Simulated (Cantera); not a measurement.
A closed system holds: 1 mol CH₃SiCl₃, 0.016 mol C₂H₂, 460 mol H₂, equilibrated at 1748.15 K and 2.30 mbar.

Cantera equilibrium calculation (NASA polynomials, part measured and part estimated; ideal gas, pure solids and liquids). Candidate condensed phases: C, C₆H₆, C₇H₈, C₈H₁₈, Si, SiC; 109 gas species. The feed counts by its element totals alone. Equilibrium is a limit: real reactors are often held back by kinetics, nucleation or transport.

Base state: H₂ 0.989, HCl 0.00643, H 0.00474, C₂H₂ (acetylene) 4.63e-5, Cl 2.38e-5, Si 1.86e-5 (mole fractions); condensed: SiC(s).

Q: What changes in the equilibrium state with this change: CH₃SiCl₃ replaced by CH₃SiH₃?

A: 
```csv
species,before,after
H₂,0.989,0.995
H,0.00474,0.00476
C₂H₂ (acetylene),4.63e-5,4.42e-5
HCl,0.00643,0
Cl,2.38e-5,0
Si,1.86e-5,1.91e-5
"SiC(s), mol",0.988,0.990
```
